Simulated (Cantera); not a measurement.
Cantera run, input and output.

```python
import numpy as np
import cantera as ct

gas = ct.Solution("h2o2.yaml")
gas.TPX = 373, 1000000, {'H2': 1, 'O2': 1.16, 'N2': 4.37}
inlet = ct.Reservoir(gas, clone=True)
gas.equilibrate("HP")  # start burning
reactor = ct.IdealGasConstPressureReactor(gas, energy="on", clone=False)
exhaust = ct.Reservoir(gas, clone=True)
tau = [0.074, 0.027, 0.01, 0.0037, 0.0014, 0.0005, 0.00018, 6.8e-05, 2.5e-05][0]
for a, b in ((inlet, reactor), (reactor, exhaust)):
    ct.MassFlowController(a, b, mdot=lambda t: reactor.mass / tau)
net = ct.ReactorNet([reactor])
show = ['H2', 'O2', 'O', 'H', 'OH', 'HO2', 'H2O2']

rows = []
print(f"{'tau/s':>10s}{'T/K':>9s}" + "".join(f"{s:>11s}" for s in show))
for tau in [0.074, 0.027, 0.01, 0.0037, 0.0014, 0.0005, 0.00018, 6.8e-05, 2.5e-05]:
    net.initial_time = 0.0
    net.advance(30 * tau)
    before = gas.X
    net.advance(40 * tau)
    drift = np.max(np.abs(gas.X - before) / (gas.X + 1e-9))
    rows.append([gas.T, *gas[show].X, drift])
    print(f"{tau:10.3e}{gas.T:9.1f}" + "".join(f"{x:11.3e}" for x in gas[show].X))
```

Result:

```
     tau/s      T/K         H2         O2          O          H         OH        HO2       H2O2
 7.400e-02   1558.1  4.929e-05  1.094e-01  4.034e-06  2.447e-07  1.515e-04  2.830e-06  1.847e-07
 2.700e-02   1557.6  1.056e-04  1.094e-01  7.104e-06  6.288e-07  1.908e-04  5.789e-06  2.987e-07
 1.000e-02   1556.5  2.244e-04  1.095e-01  1.296e-05  1.618e-06  2.390e-04  1.197e-05  4.917e-07
 3.700e-03   1554.4  4.807e-04  1.096e-01  2.456e-05  4.195e-06  2.963e-04  2.481e-05  8.366e-07
 1.400e-03   1550.1  1.020e-03  1.097e-01  4.712e-05  1.063e-05  3.604e-04  4.987e-05  1.484e-06
 5.000e-04   1540.7  2.277e-03  1.102e-01  9.395e-05  2.813e-05  4.355e-04  1.004e-04  2.961e-06
 1.800e-04   1519.5  5.179e-03  1.114e-01  1.744e-04  7.161e-05  5.047e-04  1.905e-04  6.643e-06
 6.800e-05    373.0  1.531e-01  1.776e-01  1.452e-31  4.359e-33 -6.688e-32  2.974e-20  2.243e-19
 2.500e-05    373.0  1.531e-01  1.776e-01  7.446e-34  4.167e-33  3.711e-34  1.778e-22  1.341e-21
```

Detailed kinetics in Cantera: the H2/O2 subset of GRI-Mech 3.0, which has no nitrogen chemistry. The hydrogen kinetics of GRI-Mech 3.0 are dated; newer H2 mechanisms differ, most at raised pressure.
